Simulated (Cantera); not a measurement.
What does this Cantera script print?

```python
import numpy as np
import cantera as ct

gas_names = """
    CL CLO CL2 Mg MgCL MgCL2 MgO Mg2 O O2 O3 Si SiCL SiCL2 SiCL3 SiCL4 SiO SiO2 Si2 Si3
""".split()
cond_names = """
    Mg(cr) Mg(L) MgCL2(s) MgCL2(L) MgO(s) MgO(L) MgSiO3(I) MgSiO3(II) MgSiO3(III) MgSiO3(L) Mg2SiO4(s)
    Mg2SiO4(L) Si(cr) Si(L) SiO2(Lqz) SiO2(hqz) SiO2(L)
""".split()


# ... load() reads the species with a 1 bar reference pressure and builds the phases ...
atoms = {
    'SiO2': {'Si': 1, 'O': 2},
    'MgCl2': {'Mg': 1, 'CL': 2},
    'O2': {'O': 2},
}
top_T = {}  # K; cautious upper limits of use, not melting points


# ... equilibrate(T, P, feed) seeds the gas with the atoms and calls Mixture.equilibrate('TP', solver="vcs", rtol=1e-11, max_steps=5000) ...
results = []
feed = {'SiO2': 1, 'MgCl2': 1.8, 'O2': 0.45}  # mol
T = 1825  # K
P = 1333.22  # Pa
mix = equilibrate(T, P, feed)
results.append((T, P, feed, dict(zip(mix.species_names, mix.species_moles))))
print(gas.report(threshold=0.001))
for i in range(1, mix.n_phases):
    print(f"{mix.phase(i).name:16s} {mix.phase_moles(i):12.5e} mol")
```

Output:

```
       temperature   1825 K
          pressure   1333.2 Pa
           density   0.0054901 kg/m^3
  mean mol. weight   62.485 kg/kmol
   phase of matter   gas

                          1 kg             1 kmol
                     ---------------   ---------------
          enthalpy       -8.1999e+05       -5.1237e+07  J
   internal energy       -1.0628e+06       -6.6411e+07  J
           entropy            5340.8        3.3372e+05  J/K
    Gibbs function       -1.0567e+07       -6.6028e+08  J
 heat capacity c_p            647.29             40446  J/K
 heat capacity c_v            514.23             32132  J/K

                      mass frac. Y      mole frac. X     chem. pot. / RT
                     ---------------   ---------------   ---------------
                CL           0.27943           0.49254           -19.527
               CL2          0.029152          0.025692           -39.054
             MgCL2           0.66984           0.43963           -71.384
                O2          0.021333          0.041659           -35.938
     [  +16 minor]        0.00024249        0.00048009

Mg(L)             0.00000e+00 mol
MgCL2(L)          0.00000e+00 mol
MgO(s)            0.00000e+00 mol
MgSiO3(III)       6.88083e-01 mol
Mg2SiO4(s)        0.00000e+00 mol
Si(L)             0.00000e+00 mol
SiO2(L)           3.11913e-01 mol
```

Cantera equilibrium calculation (NASA polynomials, part measured and part estimated; ideal gas, pure solids and liquids). Mutual solubility and eutectic melting of coexisting phases are not modelled. The tables hold silica as quartz up to 1696 K and as liquid above; real silica turns to tridymite and cristobalite and melts near 1996 K. Condensed phases not in the tables: alloys, solid solutions and most ternary compounds.
